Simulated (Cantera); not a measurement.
Input: 1 mol FeS, 780 mol H₂, 0.35 mol N₂, at 7.40 mbar.

Cantera equilibrium calculation (NASA polynomials, part measured and part estimated; ideal gas, pure solids and liquids). Candidate condensed phases: Fe, FeS, FeS₂, S; 16 gas species. Kinetics and transport are ignored.

### Question
Which condensed phases are stable at each of these points (T (K)): 1025, 1075, 1125, 1175, 1225, 1275, 1325, 1375, 1425, 1475?

### Answer
```csv
T (K),condensed phases,Fe condensed (%)
1025,Fe(α),100.0
1075,Fe(α),100.0
1125,Fe(α),100.0
1175,Fe(α),100.0
1225,Fe(γ),100.0
1275,Fe(γ),100.0
1325,Fe(γ),100.0
1375,Fe(γ),99.9
1425,Fe(γ),99.7
1475,Fe(γ),99.1
```

From 1025 K to 1175 K the condensed part is Fe(α). From 1225 K to 1475 K the condensed part is Fe(γ).
